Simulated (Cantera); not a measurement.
An isothermal plug-flow reactor at 1075 K and 100000 Pa (inlet), inlet velocity 0.2 m/s, active area per volume 160 1/m; feed 0.794 % CH₄, 12.1 % O₂, 87.1 % N₂.

Cantera simulation using Deutschmann's 1995 Pt surface mechanism with GRI-Mech 3.0 gas chemistry; the numbers are that mechanism's predictions, not measurements. Catalytic surfaces can have several steady states; this one follows from the mechanism file's or the stated starting coverage. Mass transfer to the wall is taken as infinitely fast.

### Question
Predict: x(CH₄) at z = 0.0092 m; x(O₂) at z = 0.0092 m; x(H₂O) at z = 0.0092 m; x(CO₂) at z = 0.0092 m; x(CO) at z = 0.0092 m; θ(free Pt) at the exit; θ(O*) at the exit; θ(OH*) at the exit.

### Answer
| Property | Result |
|---|---|
| x(CH₄) at z = 0.0092 m | 0.00254 |
| x(O₂) at z = 0.0092 m | 0.111 |
| x(H₂O) at z = 0.0092 m | 0.0106 |
| x(CO₂) at z = 0.0092 m | 0.00526 |
| x(CO) at z = 0.0092 m | 2.24e-6 |
| θ(free Pt) at the exit | 0.273 |
| θ(O*) at the exit | 0.725 |
| θ(OH*) at the exit | 0.00162 |
